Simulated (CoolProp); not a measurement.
Aqueous magnesium chloride as a coolant, 18 % by mass, freezing at -23.4 °C, 1 atm.

Model: Melinder's fits for secondary coolants, in CoolProp.

| T (°C) | cp (kJ/(kg K)) | viscosity (mPa s) | conductivity (W/(m K)) | density (kg/m³) |
|---|---|---|---|---|
| -19.6 | 3.094 | 8.41 | 0.488 | 1166 |
| -11.7 | 3.116 | 6.25 | 0.500 | 1165 |
| -3.8 | 3.138 | 4.74 | 0.513 | 1164 |
| 4.1 | 3.159 | 3.66 | 0.527 | 1161 |
| 12 | 3.180 | 2.86 | 0.540 | 1159 |
| 19.9 | 3.201 | 2.26 | 0.554 | 1156 |
| 27.8 | 3.222 | 1.79 | 0.567 | 1153 |
| 35.7 | 3.244 | 1.42 | 0.580 | 1149 |
